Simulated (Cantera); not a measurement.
# Transport properties of process gases

Gas mixture: 8.99 % NH3, 48.3 % H2, 35.4 % H2O, 7.30 % CO, at 10.0 Pa, frozen composition.

Cantera's kinetic-theory transport with the Lennard-Jones parameters of GRI-Mech 3.0, ideal gas; thermal conductivity in the multicomponent form. Polar gases are described roughly by these parameters. The composition is frozen, though it would react at the higher temperatures.

```
T (K)  ρ (kg/m³)  cp (J/kg/K)  μ (µPa s)  λ (mW/m/K)     Pr  D (cm²/s) CH4  D (cm²/s) NO  D (cm²/s) C2H2
-----  ---------  -----------  ---------  ----------  -----  -------------  ------------  --------------
400      3.29e-5         2919       15.1         103  0.429           5900          5810            4580
550      2.39e-5         3013       20.3         135  0.455          10600         10300            8260
700      1.88e-5         3119       25.3         166  0.476          16300         15800           12800
850      1.55e-5         3240       30.0         197  0.493          22900         22100           18000
1000     1.31e-5         3358       34.6         229  0.507          30300         29200           23900
1150     1.14e-5         3482       38.9         261  0.518          38500         37000           30500
1300     1.01e-5         3598       43.0         294  0.527          47500         45500           37600
1450     9.06e-6         3707       47.0         326  0.534          57100         54700           45300
```
D: mixture-averaged diffusion coefficient of that species in the mixture.
